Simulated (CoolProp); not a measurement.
Vapour-liquid equilibrium of CH2F2 (R32) (1) + R142b (2) at -61.25 °C; x and y are mole fractions of (1).

Model: multi-fluid Helmholtz-energy mixture model, Tillner-Roth 1997 and Lemmon 2006; pair parameters Bell 2016, in CoolProp.

```tsv
x	bubble pressure, mixture model (MPa)	bubble pressure, Raoult's law (MPa)	y, mixture model	y, Raoult's law
0.05	0.01059	0.009258	0.409	0.327
0.15	0.01869	0.01466	0.698	0.620
0.25	0.02627	0.02006	0.808	0.755
0.35	0.03293	0.02546	0.864	0.833
0.45	0.03854	0.03086	0.897	0.883
0.55	0.04321	0.03626	0.919	0.919
0.65	0.04720	0.04166	0.937	0.945
0.75	0.05082	0.04706	0.952	0.965
0.85	0.05443	0.05246	0.968	0.981
0.95	0.05837	0.05786	0.988	0.994
```

The largest gap from Raoult's law is +31.0 % in bubble pressure, at x = 0.25. No azeotrope shows between x = 0.05 and 0.95.

The pair parameters rest on a limited set of measurements; away from them the model extrapolates.
